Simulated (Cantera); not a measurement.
Mixture: C₂H₄ : O₂ : N₂ : CO₂ = 1 : 3.85 : 14.5 : 3.9 (molar parts), at 500000 Pa, adiabatic and at constant pressure. Ignition delay is the time to a rise of 400 K.

Computed with Cantera and GRI-Mech 3.0 (53 species, 325 reactions). GRI-Mech 3.0 was tuned for natural gas; its chemistry of ethylene as a main component is partial and can be far from experiment.

Predict: delay at 1473 K; delay at 1548 K; delay at 1623 K; delay at 1698 K; delay at 1773 K; apparent activation energy between 1623 and 1773 K.


* **delay at 1473 K**: 12.9 µs
* **delay at 1548 K**: 8.58 µs
* **delay at 1623 K**: 6.22 µs
* **delay at 1698 K**: 4.76 µs
* **delay at 1773 K**: 3.77 µs
* **apparent activation energy between 1623 and 1773 K**: 80 kJ/mol
